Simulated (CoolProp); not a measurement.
Vapour-liquid equilibrium of R1234yf (1) + isobutane (2) at -50.05 °C; x and y are mole fractions of (1).

Computed with CoolProp (multi-fluid Helmholtz-energy mixture model, Lemmon 2022 and Bücker 2006; pair parameters Bell 2016).

### Question
Give the bubble pressure and the first vapour's composition at x = 0.05, 0.45, 0.75. Is there an azeotrope?

### Answer
x = 0.05: 0.2300 bar, y = 0.302; x = 0.45: 0.3734 bar, y = 0.660; x = 0.75: 0.3918 bar, y = 0.765. y crosses x between x = 0.75 and 0.85: the model has an azeotrope there.

Pair parameters are fitted to limited data, so mixtures are less certain than the pure fluids. With so large a gap from Raoult's law the liquid may split in two, which this calculation doesn't test in full.
